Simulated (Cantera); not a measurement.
An adiabatic, constant-pressure homogeneous reactor starts with CH₄ : H₂ : O₂ : N₂ = 1 : 0.52 : 2.26 : 8.5 (molar parts), equivalence ratio 1.0, at 975 K and 1200 Torr. Integrator tolerance rtol = 1e-08.

Model: GRI-Mech 3.0 (53 species, 325 reactions), integrated in Cantera. Below about 1000 K GRI-Mech 3.0 lacks low-temperature oxidation paths.

**Question.** What does this change do: 0.38 parts CO2 added?

**Answer.** 
```csv
quantity,before,after
time of steepest temperature rise,24.6 ms,26.5 ms
temperature at 2.00 s,2571 K,2517 K
equilibrium temperature,2571 K,2517 K
x(CH₄) at 2.00 s,<1e-12 (gas-phase equilibrium <1e-12),<1e-12 (gas-phase equilibrium <1e-12)
x(H₂) at 2.00 s,0.0115 (gas-phase equilibrium 0.0115),0.00874 (gas-phase equilibrium 0.00874)
x(O₂) at 2.00 s,0.0116 (gas-phase equilibrium 0.0116),0.0118 (gas-phase equilibrium 0.0118)
x(CO) at 2.00 s,0.0230 (gas-phase equilibrium 0.0230),0.0248 (gas-phase equilibrium 0.0248)
x(OH) at 2.00 s,0.0106 (gas-phase equilibrium 0.0106),0.00898 (gas-phase equilibrium 0.00898)
x(CH₂O) at 2.00 s,1.69e-10 (gas-phase equilibrium 1.69e-10),1.39e-10 (gas-phase equilibrium 1.39e-10)
```
